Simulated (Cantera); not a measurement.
A closed system holds: 1 mol SiF₄, 85 mol H₂, at 1025 K and 2.60 mbar.

Cantera equilibrium calculation (NASA polynomials, part measured and part estimated; ideal gas, pure solids and liquids). Candidate condensed phases: Si; 25 gas species. The tables' values for SiF₃ are old estimates; treat these amounts as uncertain. The numbers say what is thermodynamically allowed, not how fast it happens.

Base state: H₂ 0.988, SiF₄ 0.0114, HF 0.000208, SiHF₃ 0.000175, SiF₃ 3.02e-5 (mole fractions); condensed: gas only.

**Question.** What changes in the equilibrium state with this change: 0.037 mol O₂ added?

**Answer.** 
```json
[
 {"species": "H₂", "before": "0.988", "after": "0.987"},
 {"species": "SiF₄", "before": "0.0114", "after": "0.0112"},
 {"species": "HF", "before": "0.000208", "after": "0.00174"},
 {"species": "SiHF₃", "before": "0.000175", "after": "2.04e-5"},
 {"species": "SiF₃", "before": "3.02e-5", "after": "3.54e-6"},
 {"species": "SiO₂(β-quartz), mol", "before": "0", "after": "0.0369"}
]
```
Further candidate phases: H₂O, SiO₂.

**Question.** What changes in the equilibrium state with this change: SiF₄ replaced by SiH₂Cl₂?

**Answer.** 
```
species     before     after
----------  ------  --------
H₂           0.988     0.980
HCl              0    0.0182
SiCl₄            0  0.000600
SiF₄        0.0114         0
SiCl₂            0  0.000600
SiHCl₃           0  0.000279
Si(s), mol       0     0.859
```
The tables' values for SiCl₃ are old estimates; treat these amounts as uncertain.

**Question.** What changes in the equilibrium state with this change: SiF₄ replaced by CH₃SiH₃?

**Answer.** 
```
species        before  after
-----------  --------  -----
H₂              0.988   1.00
SiF₄           0.0114      0
HF           0.000208      0
SiHF₃        0.000175      0
SiF₃          3.02e-5      0
SiC(s), mol         0  1.000
```
The feed counts by its element totals alone. Further candidate phases: C, C₆H₆, C₇H₈, C₈H₁₈, SiC.
